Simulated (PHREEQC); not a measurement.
## Spent oxide etchant

Solution (25 °C): 5.7 mmol/kgw NH4HF2, 1 mmol/kgw (NH4)2SiF6 and 5.7 mmol/kgw H2SO4. Closed to the air; pH follows from the charge balance.

Computed with PHREEQC (ion-association model, phreeqc.dat).

Each row changes one thing in this solution. No solid was allowed to form.

| case | pH | ionic strength (mol/kgw) | HF (mol/kgw) | F- (mol/kgw) | HSO4- (mol/kgw) | NH4SO4- (mol/kgw) | SI of Quartz (SiO2) |
|---|---|---|---|---|---|---|---|
| as made | 2.29 | 0.0184 | 0.00983 | 0.00146 | 0.00139 | 0.000230 | -2.91 |
| temperature from 25 to 20 °C | 2.27 | 0.0186 | 0.00975 | 0.00153 | 0.00131 | 0.000235 | -3.22 |
| temperature from 25 to 45 °C | 2.34 | 0.0173 | 0.0101 | 0.00117 | 0.00178 | 0.000209 | -1.65 |
| NH4HF2 left out | 2.10 | 0.0149 | 0.00260 | 0.000251 | 0.00197 | 5.66e-5 | +0.66 |
| 0.00067 mol/kgw HF added | 2.28 | 0.0184 | 0.0104 | 0.00153 | 0.00141 | 0.000230 | -3.05 |

Some of these states are supersaturated (in Quartz (slow to form), Chalcedony (slow to form), for instance). Constants without temperature data keep their 25 °C values here. SiF6-2 is the database's only silicon fluoride.
